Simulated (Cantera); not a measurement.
A closed system holds: 1 mol C6H6, 0.38 mol H2O, 0.88 mol N2, held at 1273.15 K.

Method: chemical equilibrium by Gibbs-energy minimisation in Cantera with the NASA 1993 tables (ideal gas, pure condensed phases). Candidate condensed phases: C, C6H6, C7H8, C8H18, H2O; 136 gas species. The ideal-gas law is rough above about 30 bar. The numbers say what is thermodynamically allowed, not how fast it happens.

log p: log10 of the partial pressure in bar; n: condensed amount in mol.

```csv
P (Pa),log p H2,log p N2,log p CH4,log p CO,log p H2O,log p CO2,n C(graphite)
10,-4.14,-4.72,-10.30,-5.09,-11.15,-12.32,5.62
56,-3.39,-3.97,-8.81,-4.34,-9.65,-10.82,5.62
320,___,___,___,___,___,___,5.62
1800,-1.88,-2.47,-5.79,-2.83,-6.64,-7.81,5.62
10000,-1.14,-1.72,-4.30,-2.09,-5.15,-6.32,5.62
56000,-0.39,-0.97,-2.81,-1.34,-3.66,-4.82,5.61
320000,___,___,___,___,___,___,5.56
1800000,1.06,0.57,0.09,0.14,-0.73,-1.87,5.37
10000000,1.67,1.37,1.30,0.79,0.53,-0.56,5.00
```

Problem. Complete the blanks.

Solution. 
- 320, log p H2: -2.63
- 320, log p N2: -3.22
- 320, log p CH4: -7.29
- 320, log p CO: -3.58
- 320, log p H2O: -8.14
- 320, log p CO2: -9.31
- 320000, log p H2: 0.36
- 320000, log p N2: -0.21
- 320000, log p CH4: -1.32
- 320000, log p CO: -0.59
- 320000, log p H2O: -2.16
- 320000, log p CO2: -3.32
